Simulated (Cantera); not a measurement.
A Cantera script and what it prints.

```python
import numpy as np
import cantera as ct

gas_names = """
    H HO2 H2 H2O H2O2 O OH O2 O3 Si SiH SiH2 SiH3 SiH4 SiO SiO2 Si2 Si3
""".split()
cond_names = """
    H2O(s) H2O(L) Si(cr) Si(L) SiO2(Lqz) SiO2(hqz) SiO2(L)
""".split()


# ... load() reads the species with a 1 bar reference pressure and builds the phases ...
atoms = {
    'SiH4': {'Si': 1, 'H': 4},
    'O2': {'O': 2},
}
top_T = {}  # K; cautious upper limits of use, not melting points


# ... equilibrate(T, P, feed) seeds the gas with the atoms and calls Mixture.equilibrate('TP', solver="vcs", rtol=1e-11, max_steps=5000) ...
results = []
T = 973.15  # K
P = 1000  # Pa
for m in [1.5, 1.8, 2.1, 2.6, 3.1, 3.7, 4.4, 5.3, 6.3, 7.6, 9, 11, 13]:
    feed = {'SiH4': 1, 'O2': m}  # mol
    mix = equilibrate(T, P, feed)
    results.append((T, P, feed, dict(zip(mix.species_names, mix.species_moles))))

top = {s: max(r[3][s] / sum(r[3][g] for g in gas_names) for r in results) for s in gas_names}
cols = sorted((s for s in top if top[s] > 0.001), key=lambda s: -top[s])[:8]
seen = [c for c in cond_names if any(r[3].get(c, 0) > 1e-12 for r in results)]
print("log10 of partial pressures in bar; condensed amounts in mol")
print(f"{'n(O2)':>10s}" + "".join(f"{s[:9]:>10s}" for s in cols + seen))
for T, P, feed, n in results:
    ng = sum(n[g] for g in gas_names)
    print(f"{feed['O2']:10.4g}" + "".join(f"{np.log10(max(n[s] / ng * P / 1e5, 1e-99)):10.3f}" for s in cols)
          + "".join(f"{n.get(c, 0):10.4g}" for c in seen))
```

Output:

```
log10 of partial pressures in bar; condensed amounts in mol
     n(O2)       H2O        O2        H2 SiO2(hqz)
       1.5    -2.301   -20.831    -2.301         1
       1.8    -2.097   -19.627    -2.699         1
       2.1    -2.021    -3.322   -10.776         1
       2.6    -2.114    -2.637   -11.211         1
       3.1    -2.190    -2.450   -11.381         1
       3.7    -2.267    -2.338   -11.514         1
       4.4    -2.342    -2.263   -11.626         1
       5.3    -2.423    -2.206   -11.736         1
       6.3    -2.498    -2.166   -11.831         1
       7.6    -2.580    -2.133   -11.929         1
         9    -2.653    -2.109   -12.014         1
        11    -2.740    -2.087   -12.112         1
        13    -2.813    -2.073   -12.192         1
```

Equilibrium computed with Cantera from the NASA thermochemical tables; the gas is ideal and each condensed phase is pure.
